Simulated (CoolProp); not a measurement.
Vapour-liquid equilibrium of R245fa (1) + isopentane (2) at 0.722 MPa; x and y are mole fractions of (1).

Model: multi-fluid Helmholtz-energy mixture model, Akasaka 2015 and Lemmon 2006; pair parameters Bell 2016, in CoolProp.

```
x     bubble temperature (K)  y at the bubble point  dew temperature at overall composition x (K)  liquid density (mol/L)
----  ----------------------  ---------------------  --------------------------------------------  ----------------------
0.05                   366.1                  0.161                                         371.0                   7.442
0.2                    352.9                  0.439                                         364.3                   7.698
0.35                   346.9                  0.566                                         357.2                   7.861
0.5                    344.3                  0.635                                         349.9                   8.012
0.65                   343.4                  0.687                                         344.0                   8.202
0.8                    343.6                  0.751                                         344.4                   8.459
0.95                   346.8                  0.898                                         348.2                   8.749
```

y crosses x between x = 0.65 and 0.8: the model has an azeotrope there.

The pair parameters rest on a limited set of measurements; away from them the model extrapolates.
